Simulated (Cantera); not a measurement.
Feed: 1 mol SO₂, held at 2252 °C and 280 bar.

These are equilibrium values from Cantera (NASA tables, ideal gas, pure condensed phases), not measurements of a reactor. Candidate condensed phases: S; 10 gas species. The ideal-gas law is rough above about 30 bar. Rates play no part.

Base state: SO₂ 0.988, SO 0.00709, O₂ 0.00286, SO₃ 0.00156, O 5.24e-5, S₂O 5.07e-5, S₂ 1.90e-5, S 1.27e-5 (mole fractions); condensed: gas only.

**Question.** What changes in the equilibrium state with this change: temperature from 2252 °C to 1500 °C?

**Answer.** 
| species | before | after |
|---|---|---|
| SO₂ | 0.988 | 0.999 |
| SO₃ | 0.00156 | 0.000433 |
| SO | 0.00709 | 0.000389 |
| O₂ | 0.00286 | 5.00e-6 |
| O | 5.24e-5 | 1.25e-8 |
| S | 1.27e-5 | 6.13e-8 |
| S₂ | 1.90e-5 | 2.97e-6 |
| S₂O | 5.07e-5 | 1.39e-5 |
